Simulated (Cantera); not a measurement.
# Adiabatic ignition

An adiabatic, constant-volume homogeneous reactor starts with H2 : O2 : N2 : H2O = 1 : 0.455 : 1.71 : 0.15 (molar parts), at 1723 K and 5.00 bar.

Computed with Cantera and GRI-Mech 3.0 (53 species, 325 reactions). The hydrogen kinetics of GRI-Mech 3.0 are dated; newer H2 mechanisms differ, most at raised pressure. Above 3000 K some thermodynamic fits are extrapolated.

```csv
t (s),T (K),P (bar),x H2,x O2,x H,x H2O,x O,x NO,x NO2
2.00e-6,2457,6.83,0.0826,0.0245,0.0691,0.227,0.0210,4.17e-5,1.44e-8
4.85e-6,3115,8.26,0.0720,0.0138,0.0279,0.274,0.00899,0.000514,1.88e-7
1.18e-5,3178,8.39,0.0702,0.0121,0.0244,0.281,0.00771,0.00218,7.75e-7
2.85e-5,3172,8.37,0.0711,0.0113,0.0242,0.280,0.00733,0.00548,1.90e-6
6.91e-5,3165,8.35,0.0724,0.0104,0.0239,0.280,0.00688,0.00937,3.12e-6
0.000168,3162,8.35,0.0728,0.0102,0.0238,0.280,0.00674,0.0107,3.52e-6
0.000406,3162,8.34,0.0728,0.0101,0.0238,0.280,0.00673,0.0107,3.53e-6
0.000985,3162,8.34,0.0728,0.0101,0.0238,0.280,0.00673,0.0107,3.53e-6
0.00239,3162,8.34,0.0728,0.0101,0.0238,0.280,0.00673,0.0107,3.53e-6
0.00579,3162,8.34,0.0728,0.0101,0.0238,0.280,0.00673,0.0107,3.53e-6
0.0140,3162,8.34,0.0728,0.0101,0.0238,0.280,0.00673,0.0107,3.53e-6
0.0340,3162,8.34,0.0728,0.0101,0.0238,0.280,0.00673,0.0107,3.53e-6
0.0825,3162,8.34,0.0728,0.0101,0.0238,0.280,0.00673,0.0107,3.53e-6
0.200,3162,8.34,0.0728,0.0101,0.0238,0.280,0.00673,0.0107,3.53e-6
```
x: mole fraction; the columns are a selection and need not sum to one.

```json
{
 "time_of_steepest_temperature_rise": "1.49 µs",
 "temperature at 0.200 s": "3162 K",
 "equilibrium_temperature": "3162 K",
 "x(H2) at 0.200 s": "0.0728 (gas-phase equilibrium 0.0728)",
 "x(O2) at 0.200 s": "0.0101 (gas-phase equilibrium 0.0101)",
 "x(H) at 0.200 s": "0.0238 (gas-phase equilibrium 0.0238)"
}
```
